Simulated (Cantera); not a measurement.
A Cantera script and its output.

```python
import numpy as np
import cantera as ct

gas = ct.Solution("h2o2.yaml")
gas.TPX = 1425, 1333, {'H2': 0.17, 'O2': 1, 'N2': 0.12}
reactor = ct.IdealGasConstPressureReactor(gas, energy="off", clone=False)
net = ct.ReactorNet([reactor])
net.rtol, net.atol = 1e-08, 1e-18
show = ['H2', 'O2', 'H2O', 'O', 'H', 'HO2']
times = np.geomspace(3e-05, 30, 9)

steps = ct.SolutionArray(gas, extra=["t"])
rows = []
print(f"{'t/s':>10s}{'T/K':>9s}{'P/Pa':>11s}" + "".join(f"{s:>11s}" for s in show))
for t in times:
    while net.time < t:
        t_next = net.step()
        steps.append(gas.state, t=t_next)
    rows.append([np.interp(t, steps.t, y) for y in (steps.T, steps.P, *steps(*show).X.T)])
    print(f"{t:10.3e}{rows[-1][0]:9.1f}{rows[-1][1]:11.4g}" + "".join(f"{x:11.3e}" for x in rows[-1][2:]))
rate = np.gradient(steps.T, steps.t)
print("integrator steps:", len(steps.t))
if steps.T.max() > steps.T[0] + 200:
    print(f"time of steepest temperature rise: {steps.t[rate.argmax()]:.4e} s")
gas.TPX = 1425, 1333, {'H2': 0.17, 'O2': 1, 'N2': 0.12}
gas.equilibrate("TP")
print(f"equilibrium (TP): T = {gas.T:.1f} K  " + "  ".join(f"{s} {gas[s].X[0]:.3e}" for s in show))
```

Result:

```
       t/s      T/K       P/Pa         H2         O2        H2O          O          H        HO2
 3.000e-05   1425.0       1333  1.318e-01  7.752e-01  2.375e-08  4.356e-08  8.093e-08  1.006e-07
 1.687e-04   1425.0       1333  1.318e-01  7.752e-01  4.944e-06  2.731e-06  2.778e-06  5.652e-07
 9.487e-04   1425.0       1333  6.209e-03  6.828e-01  1.026e-01  6.912e-02  3.191e-02  3.621e-06
 5.335e-03   1425.0       1333  4.802e-03  6.898e-01  1.087e-01  6.372e-02  2.607e-02  3.607e-06
 3.000e-02   1425.0       1333  2.733e-03  7.228e-01  1.244e-01  3.324e-02  1.001e-02  3.400e-06
 1.687e-01   1425.0       1333  2.925e-04  7.549e-01  1.385e-01  3.337e-03  3.214e-04  1.255e-06
 9.487e-01   1425.0       1333  1.395e-05  7.589e-01  1.407e-01  1.579e-04  3.318e-06  1.427e-07
 5.335e+00   1425.0       1333  1.424e-06  7.592e-01  1.410e-01  1.615e-05  1.086e-07  1.022e-07
 3.000e+01   1425.0       1333  9.289e-07  7.592e-01  1.410e-01  1.054e-05  5.733e-08  1.169e-07
integrator steps: 1694
equilibrium (TP): T = 1425.0 K  H2 9.289e-07  O2 7.592e-01  H2O 1.410e-01  O 1.054e-05  H 5.733e-08  HO2 1.169e-07
```

Detailed kinetics in Cantera: the H2/O2 subset of GRI-Mech 3.0, which has no nitrogen chemistry. Radical loss at walls, strong at low pressure, is not modelled. The temperature is held fixed by assumption; the heat of reaction is taken as removed at once.
